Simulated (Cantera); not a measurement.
## Reactions in the system B-Cl-F-N

Cantera with NASA thermochemical tables; ideal gases at 1 bar, condensed phases pure. Values are per mole of reaction as written; species without (g) are pure solids or liquids, kept so even where they would boil at 1 bar.

6 Cl(g) + 3 F2(g) + 2 BN ⇌ 2 NF3(g) + 2 BCl3(g)

```tsv
T (K)	ΔH° (kJ)	ΔS° (J/K)	ΔG° (kJ)	log10 K
1500	-1314.4	-556.7	-479.4	16.69
1650	-1316.0	-557.7	-395.8	12.53
1800	-1317.4	-558.5	-312.1	9.06
1950	-1318.6	-559.2	-228.3	6.11
2100	-1319.7	-559.7	-144.4	3.59
2250	-1320.4	-560.0	-60.4	1.40
2400	-1321.0	-560.3	23.6	-0.51
```
